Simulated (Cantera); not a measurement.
**Equilibrium for calcination and drying: Mg(OH)2 + CO2 + H2**

Charge: 1 mol Mg(OH)2, 5.6 mol CO2, 0.17 mol H2, equilibrated at 12000 Pa.

Cantera equilibrium calculation (NASA polynomials, part measured and part estimated; ideal gas, pure solids and liquids). Candidate condensed phases: C, C6H6, C7H8, C8H18, H2O, Mg, MgCO3, MgO, Mg(OH)2; 116 gas species. Kinetics and transport are ignored.

| T (K) | x CO2 | x H2O | x CO | x H2 | n MgCO3(s) | n MgO(s) |
|---|---|---|---|---|---|---|
| 600 | 0.796 | 0.181 | 0.00274 | 0.0177 | 1.00 | 0 |
| 700 | 0.818 | 0.157 | 0.00894 | 0.0161 | 0 | 1.00 |
| 800 | 0.814 | 0.161 | 0.0137 | 0.0114 | 0 | 1.00 |
| 900 | 0.810 | 0.165 | 0.0171 | 0.00801 | 0 | 1.00 |
| 1000 | 0.808 | 0.167 | 0.0194 | 0.00575 | 0 | 1.00 |
| 1100 | 0.806 | 0.169 | 0.0208 | 0.00429 | 0 | 1.00 |
| 1200 | 0.805 | 0.169 | 0.0218 | 0.00334 | 0 | 1.00 |
| 1300 | 0.805 | 0.170 | 0.0224 | 0.00269 | 0 | 1.00 |
| 1400 | 0.804 | 0.171 | 0.0229 | 0.00224 | 0 | 1.00 |
| 1500 | 0.804 | 0.171 | 0.0232 | 0.00191 | 0 | 1.00 |
| 1600 | 0.804 | 0.171 | 0.0235 | 0.00166 | 0 | 1.000 |
| 1700 | 0.803 | 0.171 | 0.0238 | 0.00148 | 0 | 1.000 |
| 1800 | 0.802 | 0.171 | 0.0246 | 0.00138 | 0 | 1.000 |
| 1900 | 0.797 | 0.170 | 0.0281 | 0.00143 | 0 | 1.000 |
x: gas mole fraction; n: condensed amount in mol.

At 600 K the condensed part is MgCO3(s). From 700 K to 1900 K the condensed part is MgO(s).
